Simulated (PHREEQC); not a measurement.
## Phosphoric acid bath: speciation

Solution (25 °C): 110 mmol/kgw NaH2PO4, 28 mmol/kgw HNO3 and 0.00074 mmol/kgw H4SiO4. Closed to the air; pH follows from the charge balance.

Model: ion-association model, wateq4f.dat, run in PHREEQC.

This is a speciation only: nothing precipitates in the calculation.

Q: What pH, ionic strength does the model give?

A: pH 2.58; ionic strength 0.113 mol/kgw.

Q: In which forms is P present?

A: H2PO4- 77 %, H3PO4 23 % of the P.

Complexes and solids missing from the database can't appear. H3PO4, which wateq4f.dat lacks, is added to it with the constant of phreeqc.dat.
